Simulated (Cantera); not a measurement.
## Thermodynamics of silicon epitaxy and polysilicon growth, feed Si2Cl6 + Cl2 + H2

Feed: 1 mol Si2Cl6, 0.86 mol Cl2, 170 mol H2, equilibrated at 1023.15 K.

Equilibrium computed with Cantera from the NASA thermochemical tables; the gas is ideal and each condensed phase is pure. Candidate condensed phases: Si; 19 gas species. The feed counts by its element totals alone. The tables' values for SiCl3 are old estimates; treat these amounts as uncertain. Rates play no part.

From 0.00100 bar to 0.680 bar the condensed part is Si(s). At 2.00 bar nothing is condensed. The main Si-bearing gas is SiCl4 at 0.00100 bar and SiHCl3 at 2.00 bar. The share of Si in condensed phases is highest at 0.00100 bar (59.9 %) and lowest at 2.00 bar (0.0 %).

| P (Pa) | log p H2 | log p HCl | log p SiHCl3 | log p SiCl4 | log p SiCl2 | n Si(s) |
|---|---|---|---|---|---|---|
| 100 | -3.02 | -4.52 | -6.27 | -5.70 | -5.77 | 1.20 |
| 300 | -2.54 | -4.11 | -5.54 | -5.04 | -5.44 | 1.02 |
| 880 | -2.07 | -3.73 | -4.86 | -4.45 | -5.15 | 0.821 |
| 2600 | -1.60 | -3.36 | -4.22 | -3.91 | -4.88 | 0.624 |
| 7700 | -1.12 | -3.00 | -3.61 | -3.41 | -4.62 | 0.435 |
| 23000 | -0.65 | -2.64 | -3.01 | -2.93 | -4.38 | 0.256 |
| 68000 | -0.18 | -2.29 | -2.44 | -2.48 | -4.16 | 0.0872 |
| 200000 | 0.29 | -1.89 | -1.92 | -2.04 | -4.04 | 0 |
log p: log10 of the partial pressure in bar; n: condensed amount in mol.
